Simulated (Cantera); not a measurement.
Charge: 1 mol Si3N4, 1.7 mol F2, 9.1 mol N2, at 775 °C and 0.00750 Torr.

Method: chemical equilibrium by Gibbs-energy minimisation in Cantera with the NASA 1993 tables (ideal gas, pure condensed phases). Candidate condensed phases: Si, Si3N4; 16 gas species. The tables' values for SiF3 are old estimates; treat these amounts as uncertain. Equilibrium is a limit: real reactors are often held back by kinetics, nucleation or transport.

Base state: N2 0.919, SiF4 0.0804, SiF3 0.000519 (mole fractions); condensed: Si3N4(s).

What changes in the equilibrium state with this change: 0.43 mol HF added?


```json
[
 {"species": "N2", "before": "0.919", "after": "0.892"},
 {"species": "SiF4", "before": "0.0804", "after": "0.0872"},
 {"species": "H2", "before": "0", "after": "0.0195"},
 {"species": "HF", "before": "0", "after": "0.000377"},
 {"species": "SiHF3", "before": "0", "after": "2.06e-5"},
 {"species": "SiF3", "before": "0.000519", "after": "0.000554"},
 {"species": "Si3N4(s), mol", "before": "0.716", "after": "0.681"}
]
```
